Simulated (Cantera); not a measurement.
An adiabatic, constant-volume homogeneous reactor starts with CH4 : CO : O2 : N2 = 1 : 0.033 : 4.03 : 27.8 (molar parts), equivalence ratio 0.50, at 1350 K and 13.0 bar.

Model: GRI-Mech 3.0 (53 species, 325 reactions), integrated in Cantera. The pressure lies above the range GRI-Mech 3.0 was tuned for (to about 10 atm).

x: mole fraction; the columns are a selection and need not sum to one.

```json
[
 {"t (s)": "3.00e-6", "T (K)": "1350", "P (bar)": "13.0", "x CH4": "0.0304", "x CO": "0.00100", "x O2": "0.123", "x H2O2": "8.97e-10", "x O": "2.86e-10", "x C2H2": "<1e-12"},
 {"t (s)": "1.26e-5", "T (K)": "1350", "P (bar)": "13.0", "x CH4": "0.0304", "x CO": "0.00100", "x O2": "0.123", "x H2O2": "[?]", "x O": "7.91e-10", "x C2H2": "<1e-12"},
 {"t (s)": "5.27e-5", "T (K)": "1350", "P (bar)": "13.0", "x CH4": "0.0304", "x CO": "0.00100", "x O2": "0.123", "x H2O2": "[?]", "x O": "4.95e-9", "x C2H2": "<1e-12"},
 {"t (s)": "0.000221", "T (K)": "1351", "P (bar)": "13.0", "x CH4": "0.0303", "x CO": "0.00101", "x O2": "0.123", "x H2O2": "[?]", "x O": "2.91e-8", "x C2H2": "2.35e-10"},
 {"t (s)": "0.000924", "T (K)": "2197", "P (bar)": "21.2", "x CH4": "<1e-12", "x CO": "0.000169", "x O2": "0.0610", "x H2O2": "2.30e-7", "x O": "0.000144", "x C2H2": "<1e-12"},
 {"t (s)": "0.00387", "T (K)": "2196", "P (bar)": "21.1", "x CH4": "<1e-12", "x CO": "0.000162", "x O2": "0.0608", "x H2O2": "2.29e-7", "x O": "0.000142", "x C2H2": "<1e-12"},
 {"t (s)": "0.0162", "T (K)": "2192", "P (bar)": "21.1", "x CH4": "<1e-12", "x CO": "0.000159", "x O2": "0.0602", "x H2O2": "2.26e-7", "x O": "0.000138", "x C2H2": "<1e-12"},
 {"t (s)": "0.0680", "T (K)": "2183", "P (bar)": "21.0", "x CH4": "<1e-12", "x CO": "0.000152", "x O2": "0.0587", "x H2O2": "2.17e-7", "x O": "0.000129", "x C2H2": "<1e-12"},
 {"t (s)": "0.285", "T (K)": "2178", "P (bar)": "21.0", "x CH4": "<1e-12", "x CO": "0.000148", "x O2": "0.0577", "x H2O2": "2.12e-7", "x O": "0.000124", "x C2H2": "<1e-12"},
 {"t (s)": "1.19", "T (K)": "2178", "P (bar)": "21.0", "x CH4": "<1e-12", "x CO": "0.000148", "x O2": "0.0577", "x H2O2": "2.12e-7", "x O": "0.000124", "x C2H2": "<1e-12"},
 {"t (s)": "5.00", "T (K)": "2178", "P (bar)": "21.0", "x CH4": "<1e-12", "x CO": "0.000148", "x O2": "0.0577", "x H2O2": "2.12e-7", "x O": "0.000124", "x C2H2": "<1e-12"}
]
```

Problem. Some entries are withheld; supply them.

Solution. 
- 1.26e-5, x H2O2: 8.17e-9
- 5.27e-5, x H2O2: 3.68e-8
- 0.000221, x H2O2: 1.32e-7
